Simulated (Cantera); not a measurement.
Feed: 1 mol Cu₂O, 0.94 mol C, 0.42 mol CO, held at 1673 K and 110 Pa.

These are equilibrium values from Cantera (NASA tables, ideal gas, pure condensed phases), not measurements of a reactor. Candidate condensed phases: C, Cu, CuO, Cu₂O; 15 gas species. Equilibrium is a limit: real reactors are often held back by kinetics, nucleation or transport.

What is the equilibrium state?


```json
{
  "x(CO)": "0.859",
  "x(Cu)": "0.101",
  "x(CO₂)": "0.0397",
  "x(Cu₂)": "0.000107",
  "n(Cu(l))": "1.85 mol",
  "gas_amount": "1.513 mol",
  "log10 activity of C(graphite) (absent)": "-5.46"
}
```
